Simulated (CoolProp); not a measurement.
Vapour-liquid equilibrium of CH2F2 (R32) (1) + R236FA (2) at 224.9 K; x and y are mole fractions of (1).

Computed with CoolProp (multi-fluid Helmholtz-energy mixture model, Tillner-Roth 1997 and Pan 2012; pair parameters Bell 2016).

```
x      bubble pressure, mixture model (MPa)  bubble pressure, Raoult's law (MPa)  y, mixture model  y, Raoult's law
-----  ------------------------------------  -----------------------------------  ----------------  ---------------
0.05                                0.01468                              0.01425             0.435            0.421
0.125                               0.02393                              0.02261                 …            0.664
0.2                                 0.03322                              0.03097             0.787            0.776
0.275                               0.04234                              0.03933             0.847            0.840
0.35                                0.05118                              0.04769             0.885            0.882
0.425                               0.05968                              0.05605             0.911            0.911
0.5                                 0.06785                              0.06441             0.931            0.933
0.575                                     …                              0.07277             0.946            0.949
0.65                                      …                              0.08113             0.958            0.963
0.725                               0.09104                              0.08949             0.969            0.973
0.8                                       …                              0.09785             0.978            0.982
0.875                                0.1065                               0.1062                 …            0.990
0.95                                 0.1146                               0.1146             0.995            0.996
```

Q: What belongs in the gaps?

A: 
- 0.125, y, mixture model: 0.678
- 0.575, bubble pressure, mixture model (MPa): 0.07573
- 0.65, bubble pressure, mixture model (MPa): 0.08343
- 0.8, bubble pressure, mixture model (MPa): 0.09869
- 0.875, y, mixture model: 0.987

The largest gap from Raoult's law is +7.7 % in bubble pressure, at x = 0.275. No azeotrope shows between x = 0.05 and 0.95.

Pair parameters are fitted to limited data, so mixtures are less certain than the pure fluids.
